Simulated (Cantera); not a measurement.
Charge: 1 mol Ti, 0.15 mol H2O, 24 mol CO, at 133 Pa.

Cantera equilibrium calculation (NASA polynomials, part measured and part estimated; ideal gas, pure solids and liquids). Candidate condensed phases: C, C6H6, C7H8, C8H18, H2O, Ti, TiC, TiO, TiO2, Ti2O3, Ti3O5, Ti4O7; 113 gas species. Mutual solubility and eutectic melting of coexisting phases are not modelled. TiC, TiO: taken at fixed stoichiometry. Condensed phases not in the tables: solid solutions among these carbides, nitrides and lower oxides. Kinetics and transport are ignored.

x: gas mole fraction; n: condensed amount in mol.

| T (K) | x CO | x H2 | x H | x TiO | x Ti | n TiC(s) | n Ti2O3(s) | n TiO(s) |
|---|---|---|---|---|---|---|---|---|
| 1300 | 0.994 | 0.00635 | 2.41e-6 | <1e-12 | <1e-12 | 0.540 | 0.230 | 0 |
| 1350 | 0.994 | 0.00635 | 5.20e-6 | 7.82e-12 | <1e-12 | 0.540 | 0.230 | 0 |
| 1400 | 0.994 | 0.00635 | 1.06e-5 | 6.25e-11 | <1e-12 | 0.540 | 0.230 | 0 |
| 1450 | 0.994 | 0.00634 | 2.06e-5 | 4.31e-10 | … | 0.540 | 0.230 | 0 |
| 1500 | 0.994 | 0.00633 | 3.84e-5 | 2.60e-9 | … | 0.540 | 0.230 | 0 |
| 1550 | 0.994 | 0.00632 | 6.86e-5 | 1.40e-8 | … | 0.540 | 0.230 | 0 |
| 1600 | 0.994 | 0.00629 | 0.000118 | 6.72e-8 | … | 0.540 | 0.230 | 0 |
| 1650 | 0.994 | 0.00625 | 0.000197 | 2.93e-7 | … | 0.540 | 0.230 | 0 |
| 1700 | 0.993 | 0.00619 | 0.000318 | 1.17e-6 | … | 0.540 | 0.230 | 0 |
| 1750 | 0.993 | 0.00610 | 0.000498 | 4.30e-6 | … | 0.540 | 0.230 | 0 |
| 1800 | 0.993 | 0.00594 | 0.000756 | 1.29e-5 | … | 0.425 | 0 | 0.574 |
| 1850 | 0.993 | 0.00576 | 0.00112 | 3.54e-5 | … | 0.425 | 0 | 0.574 |
| 1900 | 0.993 | 0.00551 | 0.00161 | 9.18e-5 | … | 0.425 | 0 | 0.572 |
| 1950 | 0.992 | 0.00518 | 0.00226 | 0.000226 | … | 0.424 | 0 | 0.569 |

### Question
Complete the blanks.

### Answer

- 1450, x Ti: 3.52e-12
- 1500, x Ti: 3.24e-11
- 1550, x Ti: 2.57e-10
- 1600, x Ti: 1.79e-9
- 1650, x Ti: 1.11e-8
- 1700, x Ti: 6.15e-8
- 1750, x Ti: 3.09e-7
- 1800, x Ti: 1.33e-6
- 1850, x Ti: 5.18e-6
- 1900, x Ti: 1.88e-5
- 1950, x Ti: 6.37e-5
